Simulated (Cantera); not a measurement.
## Thermodynamics of silicon oxide and oxynitride deposition, feed SiF4 + N2O + N2

A closed system holds: 1 mol SiF4, 6.8 mol N2O, 74 mol N2, at 0.000810 bar.

These are equilibrium values from Cantera (NASA tables, ideal gas, pure condensed phases), not measurements of a reactor. Candidate condensed phases: Si, SiO2, Si2N2O, Si3N4; 28 gas species. The tables' values for SiF3 are old estimates; treat these amounts as uncertain. The tables hold silica as quartz up to 1696 K and as liquid above; real silica turns to tridymite and cristobalite and melts near 1996 K. Equilibrium is a limit: real reactors are often held back by kinetics, nucleation or transport.

| T (K) | x N2 | x O2 | x SiF4 | x NO | x O | x F | x SiF3 | x SiO | n SiO2(β-quartz) | n SiO2(condensed) |
|---|---|---|---|---|---|---|---|---|---|---|
| 1473 | 0.948 | 0.0396 | 0.0117 | 0.000510 | 1.95e-5 | 2.51e-6 | 3.68e-7 | 2.21e-10 | 0 | 0 |
| 1498 | 0.948 | 0.0396 | 0.0117 | 0.000577 | 2.76e-5 | 3.59e-6 | 5.91e-7 | 6.49e-10 | 0 | 0 |
| 1523 | 0.948 | 0.0396 | 0.0117 | 0.000651 | 3.86e-5 | 5.07e-6 | 9.34e-7 | 1.84e-9 | 0 | 0 |
| 1548 | 0.948 | 0.0395 | 0.0117 | 0.000731 | 5.33e-5 | 7.08e-6 | 1.45e-6 | 5.05e-9 | 0.000119 | 0 |
| 1573 | 0.948 | 0.0395 | 0.0117 | 0.000818 | 7.29e-5 | 9.79e-6 | 2.23e-6 | 1.34e-8 | 0.000158 | 0 |
| 1598 | 0.948 | 0.0394 | 0.0117 | 0.000912 | 9.88e-5 | 1.34e-5 | 3.38e-6 | 3.45e-8 | 0.000206 | 0 |
| 1623 | 0.948 | 0.0393 | 0.0117 | 0.00101 | 0.000133 | 1.81e-5 | 5.04e-6 | 8.63e-8 | 0.000264 | 0 |
| 1648 | 0.948 | 0.0392 | 0.0117 | 0.00112 | 0.000176 | 2.44e-5 | 7.45e-6 | 2.10e-7 | 0.000327 | 0 |
| 1673 | 0.948 | 0.0392 | 0.0117 | 0.00124 | 0.000232 | 3.24e-5 | 1.09e-5 | 4.96e-7 | 0.000387 | 0 |
| 1698 | 0.948 | 0.0391 | 0.0117 | 0.00136 | 0.000304 | 4.28e-5 | 1.57e-5 | 1.14e-6 | 0 | 0.000425 |
| 1723 | 0.947 | 0.0389 | 0.0117 | 0.00149 | 0.000394 | 5.61e-5 | 2.23e-5 | 2.55e-6 | 0 | 0.000402 |
| 1748 | 0.947 | 0.0388 | 0.0117 | 0.00163 | 0.000508 | 7.31e-5 | 3.14e-5 | 5.55e-6 | 0 | 0.000232 |
x: gas mole fraction; n: condensed amount in mol.

From 1473 K to 1523 K nothing is condensed. From 1548 K to 1673 K the condensed part is SiO2(β-quartz). From 1698 K to 1748 K the condensed part is SiO2(condensed). The main Si-bearing gas is SiF4 throughout.
